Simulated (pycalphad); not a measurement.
An equivalent pycalphad script:

```python
from pycalphad import Database, equilibrium, calculate, variables as v
import numpy as np
db = Database('COST507.tdb')
comps = ['AL', 'MG', 'SI', 'VA']
phases = ['ALMG_BETA', 'ALMG_EPS', 'ALMG_GAMMA', 'DIAMOND_A4', 'FCC_A1', 'HCP_A3', 'LIQUID', 'MG2SI']
eq = equilibrium(db, comps, phases, {v.X('MG'): 0.0025, v.X('SI'): 0.0126, v.T: np.arange(1650, 349, -50), v.P: 101325, v.N: 1}, output=['HM', 'SM'])
```

All values are pycalphad results on the COST 507 light-alloy database (1999) (1 atm), not direct measurements. No gas phase is included, though pure Mg would boil below 1377 °C. The database dates from 1999; later assessments differ in places, in temperatures and in the compounds included. Amounts are mole fractions of atoms. Diffusion is slow at the low end, where real alloys seldom reach equilibrium.

Results at three of the temperatures:

```
T = 1250.00 K, P = 101325 Pa, N = 1 mol of atoms
G = -62652 J/mol, H = 39152 J/mol, S = 81.44 J/(mol K)  (SER reference)
chemical potentials (J/mol): Al -62158, Mg -130922, Si -87702
phase             fraction      x(Al)      x(Mg)      x(Si)
LIQUID              1.0000     0.9849     0.0025     0.0126
```

```
T = 1100.00 K, P = 101325 Pa, N = 1 mol of atoms
G = -50733 J/mol, H = 34398 J/mol, S = 77.39 J/(mol K)  (SER reference)
chemical potentials (J/mol): Al -50330, Mg -112114, Si -70014
phase             fraction      x(Al)      x(Mg)      x(Si)
LIQUID              1.0000     0.9849     0.0025     0.0126
```

```
T = 750.00 K, P = 101325 Pa, N = 1 mol of atoms
G = -27510 J/mol, H = 12590 J/mol, S = 53.47 J/(mol K)  (SER reference)
chemical potentials (J/mol): Al -27526, Mg -61835, Si -19438
phase             fraction      x(Al)      x(Mg)      x(Si)
FCC_A1              0.9935     0.9914     0.0025     0.0061
DIAMOND_A4          0.0065   1.06e-07       none     1.0000
```

Changes of the phase set, refined by bisection:

| T (°C) | phases above | phases below |
|---|---|---|
| 651.5 | liquid | fcc + liquid |
| 579.8 | fcc + liquid | fcc |
| 555.9 | fcc | diamond (Si) + fcc |
| 443.1 | diamond (Si) + fcc | diamond (Si) + fcc + MG2SI |

Database names, with the compositions (at.%) that they take in these runs: MG2SI: Mg 67 Si 33. FCC_A1 is fcc; DIAMOND_A4 is diamond (Si). An entry "none" or "no" means that the model of the phase leaves that element out.
